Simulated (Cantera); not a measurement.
A Cantera script and what it prints.

```python
import numpy as np
import cantera as ct

gas_names = """
    CL CL2 H HCL H2 N NH NH2 NH3 N2 N2H2 N2H4 Si SiCL SiCL2 SiCL3 SiCL4 SiH SiHCL3 SiH2 SiH2CL2 SiH3
    SiH3CL SiH4 SiN Si2 Si2N Si3
""".split()
cond_names = """
    NH4CL(a) NH4CL(b) Si(cr) Si(L) Si3N4(a)
""".split()


# ... load() reads the species with a 1 bar reference pressure and builds the phases ...
atoms = {
    'SiH2Cl2': {'Si': 1, 'H': 2, 'CL': 2},
    'NH3': {'N': 1, 'H': 3},
    'N2': {'N': 2},
}
top_T = {'Si3N4(a)': 2400}  # K; cautious upper limits of use, not melting points


# ... equilibrate(T, P, feed) seeds the gas with the atoms and calls Mixture.equilibrate('TP', solver="vcs", rtol=1e-11, max_steps=5000) ...
results = []
feed = {'SiH2Cl2': 1, 'NH3': 1, 'N2': 10}  # mol
P = 10000  # Pa
for T in [1473, 1498, 1523, 1548, 1573, 1598, 1623, 1648, 1673, 1698, 1723]:
    mix = equilibrate(T, P, feed)
    results.append((T, P, feed, dict(zip(mix.species_names, mix.species_moles))))

top = {s: max(r[3][s] / sum(r[3][g] for g in gas_names) for r in results) for s in gas_names}
cols = sorted((s for s in top if top[s] > 1e-05), key=lambda s: -top[s])[:8]
seen = [c for c in cond_names if any(r[3].get(c, 0) > 1e-12 for r in results)]
print("log10 of partial pressures in bar; condensed amounts in mol")
print(f"{'T/K':>10s}" + "".join(f"{s[:9]:>10s}" for s in cols + seen))
for T, P, feed, n in results:
    ng = sum(n[g] for g in gas_names)
    print(f"{T:10.4g}" + "".join(f"{np.log10(max(n[s] / ng * P / 1e5, 1e-99)):10.3f}" for s in cols)
          + "".join(f"{n.get(c, 0):10.4g}" for c in seen))
```

Result:

```
log10 of partial pressures in bar; condensed amounts in mol
       T/K        N2       HCL        H2     SiCL2     SiCL3     SiCL4         H        CL  Si3N4(a)
      1473    -1.131    -1.864    -1.925    -3.592    -4.021    -3.915    -5.860    -5.891    0.3118
      1498    -1.131    -1.871    -1.922    -3.454    -3.961    -3.965    -5.726    -5.768    0.3075
      1523    -1.131    -1.879    -1.918    -3.325    -3.911    -4.022    -5.595    -5.651    0.3021
      1548    -1.131    -1.888    -1.914    -3.205    -3.870    -4.088    -5.468    -5.541    0.2954
      1573    -1.131    -1.900    -1.908    -3.096    -3.840    -4.164    -5.345    -5.437    0.2876
      1598    -1.130    -1.915    -1.902    -2.996    -3.820    -4.250    -5.225    -5.339    0.2785
      1623    -1.130    -1.931    -1.895    -2.906    -3.810    -4.346    -5.108    -5.248    0.2684
      1648    -1.130    -1.950    -1.888    -2.825    -3.810    -4.451    -4.994    -5.162    0.2573
      1673    -1.130    -1.971    -1.880    -2.753    -3.818    -4.565    -4.884    -5.082    0.2455
      1698    -1.130    -1.994    -1.873    -2.688    -3.836    -4.687    -4.776    -5.006    0.2331
      1723    -1.129    -2.019    -1.865    -2.631    -3.860    -4.816    -4.672    -4.936    0.2205
```

Cantera equilibrium calculation (NASA polynomials, part measured and part estimated; ideal gas, pure solids and liquids). The tables' values for SiCl3, SiCl are old estimates; treat these amounts as uncertain.
